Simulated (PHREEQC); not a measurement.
Copper plating or etch bath with nickel, zinc or cadmium bath

Solution A (0.025 mol Cu(NO3)2, 0.0066 mol HNO3 and 0.0072 mol KCl per kg of water) is mixed with solution B (0.006 mol/kgw CdSO4 and 0.00019 mol/kgw NiCl2) at 25 °C; shares are by mass of water, 1 kg in all. O2 is buffered at 0.21 atm. The system is closed to CO2. The run lets Cu(OH)2, Brochantite, Antlerite, Atacamite, Cu2(OH)3NO3, Cd(OH)2, CdOHCl, Ni(OH)2, Ni4(OH)6SO4, Chalcanthite, Morenosite precipitate or redissolve, and no other solid.

The series has 11 steps of share of solution B, from 0 to 1.

Equilibrium calculation in PHREEQC: ion-association model, wateq4f.dat.

Q: Between which two steps does the pH jump most, and from what to what?

A: Between share of solution B = 0.9 and 1: from 3.31 to 6.34.

Complexes and solids missing from the database can't appear.
